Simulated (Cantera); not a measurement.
Charge: 1 mol SiCl4, 0.73 mol HCl, 18 mol H2, at 325 °C and 1 atm.

Cantera equilibrium calculation (NASA polynomials, part measured and part estimated; ideal gas, pure solids and liquids). Candidate condensed phases: Si; 19 gas species. Equilibrium is a limit: real reactors are often held back by kinetics, nucleation or transport.

Base state: H2 0.912, SiCl4 0.0507, HCl 0.0370, SiHCl3 3.28e-5 (mole fractions); condensed: gas only.

Task: What changes in the equilibrium state with this change: temperature from 325 °C to 1202 °C?

Result: 
```csv
species,before,after
H2,0.912,0.849
HCl,0.0370,0.102
SiCl2,<1e-9,0.0245
SiCl4,0.0507,0.00886
SiCl3,<1e-9,0.00799
SiH2Cl2,1.06e-9,0.000867
SiH3Cl,<1e-9,3.14e-5
```
The tables' values for SiCl3 are old estimates; treat these amounts as uncertain.
